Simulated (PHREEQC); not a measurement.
A solution holds 1.9 mmol/kgw NaH2PO4, 3.6 mmol/kgw Na2SO4 and 2.5 mmol/kgw KCl, at 89 °C. Closed to the air; pH follows from the charge balance.

All values are PHREEQC results (ion-association model, wateq4f.dat), not measurements.

```
quantity                           before    after
-------------------------------  --------  -------
pH                                   5.03     4.99
ionic strength (mol/kgw)           0.0148   0.0150
SO4-2 (mol/kgw)                   0.00338  0.00348
K+ (mol/kgw)                      0.00242  0.00247
NaSO4- (mol/kgw)                 0.000123  8.87e-5
KSO4- (mol/kgw)                   8.29e-5  2.85e-5
SI of Halite (NaCl)                 -6.47    -6.30
SI of Mirabilite (Na2SO4:10H2O)     -8.27    -5.01
```

Which change was made?
(A) 0.00065 mol/kgw NaCl added
(B) diluted 10-fold with water
(C) temperature from 89 to 10 °C
(D) NaH2PO4 from 0.0019 to 0.00285 mol/kgw

C, temperature from 89 to 10 °C

Precipitation was switched off in this run. H3PO4, which wateq4f.dat lacks, is added to it with the constant of phreeqc.dat. Constants without temperature data keep their 25 °C values here.
